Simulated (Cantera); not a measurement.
Input: 1 mol Zr, 15 mol H2O, held at 10.0 mbar.

Cantera equilibrium calculation (NASA polynomials, part measured and part estimated; ideal gas, pure solids and liquids). Candidate condensed phases: H2O, Zr, ZrO2; 12 gas species. Kinetics and transport are ignored.

Task: Which condensed phases are stable at each of these points (T (K)): 2373, 2423, 2473, 2523, 2573, 2623, 2673, 2723, 2773, 2823?

Result: 
| T (K) | condensed phases | Zr condensed (%) |
|---|---|---|
| 2373 | ZrO2(tetragonal) | 100.0 |
| 2423 | ZrO2(tetragonal) | 100.0 |
| 2473 | ZrO2(tetragonal) | 100.0 |
| 2523 | ZrO2(tetragonal) | 99.9 |
| 2573 | ZrO2(tetragonal) | 99.8 |
| 2623 | ZrO2(s) | 99.6 |
| 2673 | ZrO2(s) | 99.2 |
| 2723 | ZrO2(s) | 98.4 |
| 2773 | ZrO2(s) | 96.8 |
| 2823 | ZrO2(s) | 93.8 |

From 2373 K to 2573 K the condensed part is ZrO2(tetragonal). From 2623 K to 2823 K the condensed part is ZrO2(s).
